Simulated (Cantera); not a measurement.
Feed: 1 mol CH4, 1 mol O2, 2.5 mol N2, 0.2 mol H2O, at 1798.15 K and 6.10 bar.

Method: chemical equilibrium by Gibbs-energy minimisation in Cantera with the NASA 1993 tables (ideal gas, pure condensed phases). Candidate condensed phases: C, C6H6, C7H8, C8H18, H2O; 136 gas species. The numbers say what is thermodynamically allowed, not how fast it happens.

Base state: N2 0.439, H2 0.208, H2O 0.178, CO 0.143, CO2 0.0322, H 6.50e-5, NH3 1.12e-5 (mole fractions); condensed: gas only.

**Question.** What changes in the equilibrium state with this change: temperature from 1798.15 K to 1175 K?

**Answer.** 
| species | before | after |
|---|---|---|
| N2 | 0.439 | 0.439 |
| H2 | 0.208 | 0.234 |
| H2O | 0.178 | 0.152 |
| CO | 0.143 | 0.116 |
| CO2 | 0.0322 | 0.0590 |
| CH4 | 5.96e-8 | 0.000241 |
| H | 6.50e-5 | 2.40e-8 |
| NH3 | 1.12e-5 | 9.83e-5 |

**Question.** What changes in the equilibrium state with this change: 0.13 mol H2S added?

**Answer.** 
```tsv
species	before	after
N2	0.439	0.428
H2	0.208	0.206
H2O	0.178	0.174
H2S	0	0.0187
CO2	0.0322	0.0310
CO	0.143	0.140
S2	0	0.00114
SH	0	0.000664
COS	0	0.000444
SO2	0	0.000135
SO	0	5.84e-5
```
Further candidate phases: H2SO4, S.

**Question.** What changes in the equilibrium state with this change: temperature from 1798.15 K to 2975 K?

**Answer.** 
| species | before | after |
|---|---|---|
| N2 | 0.439 | 0.430 |
| H2 | 0.208 | 0.186 |
| H2O | 0.178 | 0.177 |
| H | 6.50e-5 | 0.0255 |
| CO2 | 0.0322 | 0.0197 |
| CO | 0.143 | 0.152 |
| O | <1e-9 | 0.000667 |
| O2 | <1e-9 | 0.000252 |
| NO | 1.24e-7 | 0.00118 |
